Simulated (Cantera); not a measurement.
Mixture: CH4 : C2H6 : O2 : N2 = 1 : 0.057 : 2.72 : 8.96 (molar parts), equivalence ratio 0.81, at 5.00 bar, adiabatic and at constant volume. Ignition delay is the time to a rise of 400 K.

Detailed kinetics in Cantera: GRI-Mech 3.0 (53 species, 325 reactions).

What does this change do: O2 2.72 to 1.1 parts?


```tsv
quantity	before	after
delay at 1250 K	1.36 ms	4.37 ms
delay at 1450 K	0.171 ms	0.582 ms
delay at 1650 K	29.7 µs	85.9 µs
delay at 1850 K	8.14 µs	19.5 µs
delay at 2050 K	3.30 µs	7.05 µs
apparent activation energy between 1950 and 2150 K	130 kJ/mol	150 kJ/mol
```

What does this change do: constant pressure in place of constant volume?


```
quantity                                                before       after
--------------------------------------------------  ----------  ----------
delay at 1250 K                                        1.36 ms     1.43 ms
delay at 1450 K                                       0.171 ms    0.185 ms
delay at 1650 K                                        29.7 µs     32.8 µs
delay at 1850 K                                        8.14 µs     9.10 µs
delay at 2050 K                                        3.30 µs     3.72 µs
apparent activation energy between 1950 and 2150 K  130 kJ/mol  130 kJ/mol
```

What does this change do: 0.67 parts CO2 added?


```
quantity                                                before       after
--------------------------------------------------  ----------  ----------
delay at 1250 K                                        1.36 ms     1.45 ms
delay at 1450 K                                       0.171 ms    0.185 ms
delay at 1650 K                                        29.7 µs     32.1 µs
delay at 1850 K                                        8.14 µs     8.72 µs
delay at 2050 K                                        3.30 µs     3.52 µs
apparent activation energy between 1950 and 2150 K  130 kJ/mol  130 kJ/mol
```
